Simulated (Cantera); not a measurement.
What does this Cantera script print?

```python
import numpy as np
import cantera as ct

gas_names = """
    C CN CO CO2 C2 CCN CNC C2N2 C2O C3 C3O2 C4 C4N2 C5 N NCO NO NO2 NO3 N2 N2O O O2 O3 Pb PbO Pb2
""".split()
cond_names = """
    C(gr) Pb(cr) Pb(L) PbO(rd) PbO(yw) PbO(L) PbO2(s) Pb3O4(s)
""".split()


def load(file, names, dense=False):
    # The tables refer to 1 bar. Condensed volumes are neglected.
    table = {s.name: s for s in ct.Species.list_from_file(file)}
    out = []
    for n in names:
        d = dict(table[n].input_data)
        d["thermo"] = dict(d["thermo"], **{"reference-pressure": 1e5})
        if dense:
            d["equation-of-state"] = {"model": "constant-volume", "density": "1e6 g/cm^3"}
        out.append(ct.Species.from_dict(d))
    return out


gas = ct.Solution(thermo="ideal-gas", species=load("nasa_gas.yaml", gas_names))
cond = {s.name: ct.Solution(thermo="fixed-stoichiometry", species=[s], name=s.name)
        for s in load("nasa_condensed.yaml", cond_names, dense=True)}
atoms = {
    'Pb': {'Pb': 1},
    'CO': {'C': 1, 'O': 1},
    'N2': {'N': 2},
}
top_T = {'C(gr)': 4500, 'Pb3O4(s)': 820}  # K; cautious upper limits of use, not melting points


def equilibrate(T, P, feed):
    n = {}
    for name, mol in feed.items():
        for a, k in atoms[name].items():
            n[a] = n.get(a, 0.0) + k * mol
    gas.TPX = T, P, n
    mass = sum(n.values()) * gas.mean_molecular_weight
    gas.equilibrate("TP")
    valid = [c for c in cond.values() if c.min_temp <= T <= top_T.get(c.name, c.max_temp)]
    mix = ct.Mixture([(gas, mass / gas.mean_molecular_weight)] + [(c, 0.0) for c in valid])
    mix.T, mix.P = T, P
    mix.equilibrate("TP", solver="vcs", rtol=1e-11, max_steps=5000)
    return mix


results = []
feed = {'Pb': 1, 'CO': 0.11, 'N2': 16}  # mol
P = 10000  # Pa
for T in [1200, 1300, 1400, 1500, 1600, 1700, 1800, 1900]:
    mix = equilibrate(T, P, feed)
    results.append((T, P, feed, dict(zip(mix.species_names, mix.species_moles))))
    x = sorted(zip(gas.X, gas.species_names), reverse=True)
    print(f"T = {T:g} K  P = {P:g} Pa  gas = {mix.phase_moles(0):.4g} mol")
    print("   x: " + "  ".join(f"{s} {v:.3e}" for v, s in x if v > 1e-05))
    print("   condensed (mol): " + ("  ".join(f"{mix.phase(i).name} {mix.phase_moles(i):.4g}"
          for i in range(1, mix.n_phases) if mix.phase_moles(i) > 1e-12) or "none"))
```

Result:

```
T = 1200 K  P = 10000 Pa  gas = 16.21 mol
   x: N2 9.868e-01  CO 6.784e-03  Pb 6.431e-03
   condensed (mol): C(gr) 1.41e-06  Pb(L) 0.8957
T = 1300 K  P = 10000 Pa  gas = 16.54 mol
   x: N2 9.671e-01  Pb 2.624e-02  CO 6.649e-03
   condensed (mol): C(gr) 3.761e-07  Pb(L) 0.5658
T = 1400 K  P = 10000 Pa  gas = 17.11 mol
   x: N2 9.351e-01  Pb 5.843e-02  CO 6.429e-03
   condensed (mol): C(gr) 1.029e-07
T = 1500 K  P = 10000 Pa  gas = 17.11 mol
   x: N2 9.351e-01  Pb 5.843e-02  CO 6.429e-03
   condensed (mol): none
T = 1600 K  P = 10000 Pa  gas = 17.11 mol
   x: N2 9.351e-01  Pb 5.844e-02  CO 6.429e-03
   condensed (mol): none
T = 1700 K  P = 10000 Pa  gas = 17.11 mol
   x: N2 9.351e-01  Pb 5.844e-02  CO 6.429e-03
   condensed (mol): none
T = 1800 K  P = 10000 Pa  gas = 17.11 mol
   x: N2 9.351e-01  Pb 5.844e-02  CO 6.429e-03
   condensed (mol): none
T = 1900 K  P = 10000 Pa  gas = 17.11 mol
   x: N2 9.351e-01  Pb 5.844e-02  CO 6.429e-03
   condensed (mol): none
```

These are equilibrium values from Cantera (NASA tables, ideal gas, pure condensed phases), not measurements of a reactor.
